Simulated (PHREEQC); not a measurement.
**Spent oxide etchant: speciation**

Make-up at 25 °C: 0.29 mol/kgw HF, 0.11 mol/kgw H2SiF6, 0.27 mol/kgw H3BO3 and 0.018 mol/kgw H2SO4. Closed to the air; pH follows from the charge balance.

Model: ion-association model, phreeqc.dat, run in PHREEQC.

Each row changes one thing in this solution. This is a speciation only: nothing precipitates in the calculation.

```csv
case,pH,ionic strength (mol/kgw),H3BO3 (mol/kgw),BF4- (mol/kgw),SiF6-2 (mol/kgw),H4SiO4 (mol/kgw),SI of SiO2(a) (SiO2)
as made,0.64,0.373,0.145,0.118,0.0755,0.0345,+1.30
H2SO4 from 0.018 to 0.036 mol/kgw,0.61,0.395,0.145,0.118,0.0753,0.0347,+1.30
H3BO3 from 0.27 to 0.405 mol/kgw,0.65,0.351,0.256,0.140,0.0599,0.0501,+1.46
H2SO4 from 0.018 to 0.027 mol/kgw,0.63,0.384,0.145,0.118,0.0754,0.0347,+1.30
0.0099 mol/kgw CO2 added,0.64,0.373,0.145,0.118,0.0755,0.0345,+1.30
H2SiF6 from 0.11 to 0.055 mol/kgw,0.82,0.229,0.164,0.0991,0.0330,0.0220,+1.08
```

Species that the database lacks are ignored. Some of these states are supersaturated (in SiO2(a), Quartz (slow to form), for instance). SiF6-2 is the database's only silicon fluoride. Real BF4- forms and hydrolyses slowly; the run takes it at equilibrium.
